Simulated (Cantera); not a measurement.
# Thermodynamics of carbon deposition, reforming and gasification, feed C2H6 + H2O + H2

Input: 1 mol C2H6, 0.15 mol H2O, 0.74 mol H2, held at 600 K and 1000 Pa.

Equilibrium computed with Cantera from the NASA thermochemical tables; the gas is ideal and each condensed phase is pure. Candidate condensed phases: C, C6H6, C7H8, C8H18, H2O; 110 gas species. Kinetics and transport are ignored.

```json
{
  "x(H2)": "0.604",
  "x(CH4)": "0.345",
  "x(H2O)": "0.0495",
  "x(CO2)": "0.000931",
  "x(CO)": "0.000402",
  "n(C(graphite))": "0.998 mol",
  "gas_amount": "2.896 mol"
}
```
